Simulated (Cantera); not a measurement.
A perfectly stirred reactor is fed with C₂H₆ : N₂ = 0.51 : 87 (molar parts), at 100.0 Torr; it is held at 1625 K, and followed from long to short residence time.

Detailed kinetics in Cantera: GRI-Mech 3.0 (53 species, 325 reactions). GRI-Mech 3.0 stops at C3 and has no aromatics, soot or wall deposition, so with more carbon than oxygen in the feed, carbon stays in small species such as C2H2 where larger ones or solid carbon would form.

One state of this run: x C₂H₆ = 1.98e-5; x C₂H₂ = 0.00521; x C₂H = 1.96e-7; x C₂H₄ = 9.86e-5; x HCN = 3.71e-5; x CH₃ = 0.000140; x CH₂ = 9.58e-7. x: mole fraction; the columns are a selection and need not sum to one.

Which value of τ (s) does it belong to?
A. 0.013
B. 0.69
C. 0.13
D. 0.041

C, 0.13
